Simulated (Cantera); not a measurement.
Feed: 1 mol Al, 0.45 mol Cl2, at 573.15 K and 0.00133 bar.

Cantera equilibrium calculation (NASA polynomials, part measured and part estimated; ideal gas, pure solids and liquids). Candidate condensed phases: Al, AlCl3; 8 gas species. The numbers say what is thermodynamically allowed, not how fast it happens.

Base state: Al2Cl6 0.662, AlCl3 0.338 (mole fractions); condensed: Al(s).

### Question
What changes in the equilibrium state with this change: temperature from 573.15 K to 500 K?

### Answer
| species | before | after |
|---|---|---|
| Al2Cl6 | 0.662 | 0.939 |
| AlCl3 | 0.338 | 0.0612 |
| Al(s), mol | 0.700 | 0.700 |
